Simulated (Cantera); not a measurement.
A closed system holds: 1 mol Si, 4.6 mol NF₃, 0.16 mol H₂, held at 950 K and 38.0 mbar.

Method: chemical equilibrium by Gibbs-energy minimisation in Cantera with the NASA 1993 tables (ideal gas, pure condensed phases). Candidate condensed phases: Si, Si₃N₄; 37 gas species. Rates play no part.

Base state: F₂ 0.412, N₂ 0.248, F 0.192, SiF₄ 0.109, HF 0.0348, NF₃ 0.00463 (mole fractions); condensed: gas only.

Problem. What changes in the equilibrium state with this change: temperature from 950 K to 850 K?

Solution. 
```json
[
 {"species": "F₂", "before": "0.412", "after": "0.481"},
 {"species": "N₂", "before": "0.248", "after": "0.257"},
 {"species": "SiF₄", "before": "0.109", "after": "0.121"},
 {"species": "F", "before": "0.192", "after": "0.0610"},
 {"species": "NF₃", "before": "0.00463", "after": "0.0411"},
 {"species": "HF", "before": "0.0348", "after": "0.0387"}
]
```

Problem. What changes in the equilibrium state with this change: temperature from 950 K to 1098.15 K?

Solution. 
```json
[
 {"species": "F", "before": "0.192", "after": "0.505"},
 {"species": "N₂", "before": "0.248", "after": "0.206"},
 {"species": "F₂", "before": "0.412", "after": "0.171"},
 {"species": "HF", "before": "0.0348", "after": "0.0286"},
 {"species": "SiF₄", "before": "0.109", "after": "0.0894"},
 {"species": "NF₃", "before": "0.00463", "after": "0.000124"}
]
```
